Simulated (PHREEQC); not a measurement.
30 mol of Arcanite (K2SO4) is brought to equilibrium with 1 kg of water holding 42 mmol/kgw MgCl2, at several temperatures. CO2 from the air is kept out. Only these solids could form: Arcanite.

Model: Pitzer model, pitzer.dat, run in PHREEQC.

### Question
Predict dissolved K (mol/kgw), dissolved S (mol/kgw) at T (°C) = 5, 23.

### Answer
```json
[
 {"T (°C)": "5", "dissolved K (mol/kgw)": "0.926", "dissolved S (mol/kgw)": "0.463"},
 {"T (°C)": "23", "dissolved K (mol/kgw)": "1.26", "dissolved S (mol/kgw)": "0.631"}
]
```

Constants without temperature data keep their 25 °C values here.
